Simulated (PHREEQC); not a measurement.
**Spent oxide etchant: an equilibrium model**

A solution holds 0.049 mol/kgw NH4HF2, 7.3e-05 mol/kgw (NH4)2SiF6, 0.027 mol/kgw HBF4 and 0.0083 mol/kgw HCl, at 20 °C. Closed to the air; pH follows from the charge balance.

Model: ion-association model, phreeqc.dat, run in PHREEQC.

| Item | Result |
|---|---|
| pH | 2.34 |
| ionic strength | 0.0546 mol/kgw |
| total alkalinity | -166 meq/kg |

| species | molality | activity | log γ |
|---|---|---|---|
| HF | 0.0749 | 0.0759 | 0.005 |
| NH4+ | 0.0491 | 0.0391 | -0.099 |
| BF4- | 0.0269 | 0.0220 | -0.088 |
| F- | 0.0150 | 0.0121 | -0.093 |
| Cl- | 0.00830 | 0.00672 | -0.092 |
| H+ | 0.00538 | 0.00458 | -0.070 |
| HF2- | 0.00412 | 0.00337 | -0.088 |
| BF3OH- | 0.000118 | 9.66e-5 | -0.088 |
| SiF6-2 | 7.30e-5 | 3.32e-5 | -0.342 |
| BF2(OH)2- | 1.77e-6 | 1.45e-6 | -0.088 |
| H3BO3 | 5.24e-8 | 5.31e-8 | 0.005 |
| NH3 | 3.35e-9 | 3.40e-9 | 0.005 |

Precipitation was switched off in this run. Species that the database lacks are ignored. SiF6-2 is the database's only silicon fluoride. Real BF4- forms and hydrolyses slowly; the run takes it at equilibrium.
